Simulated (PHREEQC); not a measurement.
0.89 g of hydrous ferric oxide (600 m²/g; 0.2 weak and 0.005 strong sites per Fe, Dzombak-Morel constants, diffuse double layer) in 1 kg of water with 0.001 mol/kgw of an inert sodium salt and 0.00057 mol NaH2PO4, at 25 °C; the pH is set by adding NaOH or the inert anion's acid. Oxygen alone is held at its pressure in air (log pO2 = -0.68). CO2 from the air is kept out. Nothing may precipitate in this run.

Model: ion-association model, wateq4f.dat, run in PHREEQC.

Question: Predict surface charge σ (C/m²), surface potential ψ (mV) at pH = 4.88, 6.75.

Answer: 
```csv
pH,surface charge σ (C/m²),surface potential ψ (mV)
4.88,0.032,134
6.75,0.003,31
```

H3PO4, which wateq4f.dat lacks, is added to it with the constant of phreeqc.dat. The oxide is taken as insoluble; below pH 4 it would dissolve.
